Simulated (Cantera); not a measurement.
An adiabatic, constant-pressure homogeneous reactor starts with 2.81 % C3H8, 27.0 % O2, 70.2 % N2, equivalence ratio 0.52, at 1650 K and 1.00 atm.

Model: GRI-Mech 3.0 (53 species, 325 reactions), integrated in Cantera. GRI-Mech 3.0 was tuned for natural gas; its chemistry of propane as a main component is partial and can be far from experiment.

**Question.** Predict: time of steepest temperature rise; temperature at 0.700 s; equilibrium temperature; x(O2) at 0.700 s; x(H2) at 0.700 s; x(H2O2) at 0.700 s; x(H2O) at 0.700 s; x(CO2) at 0.700 s.

**Answer.** 
* **time of steepest temperature rise**: 21.8 µs
* **temperature at 0.700 s**: 2678 K
* **equilibrium temperature**: 2678 K
* **x(O2) at 0.700 s**: 0.113 (gas-phase equilibrium 0.113)
* **x(H2) at 0.700 s**: 0.00363 (gas-phase equilibrium 0.00363)
* **x(H2O2) at 0.700 s**: 3.12e-7 (gas-phase equilibrium 3.12e-7)
* **x(H2O) at 0.700 s**: 0.0916 (gas-phase equilibrium 0.0916)
* **x(CO2) at 0.700 s**: 0.0633 (gas-phase equilibrium 0.0633)
